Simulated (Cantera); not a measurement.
Silicon nitride deposition: SiH₄ + NH₃ + N₂

Feed: 1 mol SiH₄, 0.75 mol NH₃, 46 mol N₂, at 1.33 mbar.

Method: chemical equilibrium by Gibbs-energy minimisation in Cantera with the NASA 1993 tables (ideal gas, pure condensed phases). Candidate condensed phases: Si, Si₃N₄; 18 gas species. The tables' values for SiN are old estimates; treat these amounts as uncertain. Rates play no part.

```csv
T (K),x N₂,x H₂,x Si,x H,x Si₂N,x SiN,n Si₃N₄(s),n Si(l)
948,0.936,0.0640,<1e-12,3.63e-9,<1e-12,<1e-12,0.333,0
1048,0.936,0.0640,<1e-12,5.35e-8,<1e-12,<1e-12,0.333,0
1148,0.936,0.0640,<1e-12,4.96e-7,<1e-12,<1e-12,0.333,0
1248,0.936,0.0640,1.22e-11,3.24e-6,<1e-12,2.01e-12,0.333,0
1348,0.936,0.0640,1.72e-9,1.60e-5,2.40e-12,1.61e-10,0.333,0
1448,0.936,0.0640,1.22e-7,6.38e-5,5.47e-10,6.98e-9,0.333,0
1548,0.936,0.0639,4.96e-6,0.000213,6.09e-8,1.84e-7,0.333,0
1648,0.936,0.0636,0.000127,0.000615,3.77e-6,3.25e-6,0.331,0
1748,0.935,0.0622,0.00109,0.00156,3.41e-5,2.00e-5,0,0.940
1848,0.931,0.0609,0.00471,0.00358,9.76e-5,6.39e-5,0,0.746
1948,0.916,0.0580,0.0174,0.00745,0.000248,0.000180,0,0.0567
2048,0.912,0.0543,0.0191,0.0143,6.57e-5,0.000155,0,0
```
x: gas mole fraction; n: condensed amount in mol.

From 948 K to 1648 K the condensed part is Si₃N₄(s). From 1748 K to 1948 K the condensed part is Si(l). At 2048 K nothing is condensed.
